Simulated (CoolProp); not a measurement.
C2F6 (R116) along the isotherm -95.05 °C: fugacity coefficient from the reference equation and from simpler models built on Tc = 19.9 °C, pc = 3.048 MPa, ω = 0.257; each cubic takes its own stable root.

Model: reference Helmholtz-energy equation of state, Lemmon 2006, in CoolProp. It is a short technical equation, of lower accuracy than the large ones.

```tsv
p (MPa)	phase	reference
0.109	liquid	0.3315
0.218	liquid	0.1668
0.327	liquid	0.1119
0.435	liquid	0.08459
0.544	liquid	0.06805
0.653	liquid	0.05704
0.762	liquid	0.04917
0.871	liquid	0.04328
0.98	liquid	0.03870
1.09	liquid	0.03501
1.2	liquid	0.03199
1.31	liquid	0.02949
1.41	liquid	0.02755
1.52	liquid	0.02571
```

### Question
How far does each simpler model (van der Waals, Redlich-Kwong, Peng-Robinson) lie from the reference over these 14 states: mean and median of the absolute difference, and the worst?

### Answer
- van der Waals: mean 584.5 %, median 625.2 %, worst +641.7 % at -95.05 °C and 1.52 MPa
- Redlich-Kwong: mean 92.3 %, median 92.3 %, worst +92.9 % at -95.05 °C and 1.52 MPa
- Peng-Robinson: mean 0.7 %, median 0.7 %, worst +1.1 % at -95.05 °C and 0.109 MPa

At some of these states van der Waals gives the other phase, because its saturation line lies elsewhere.
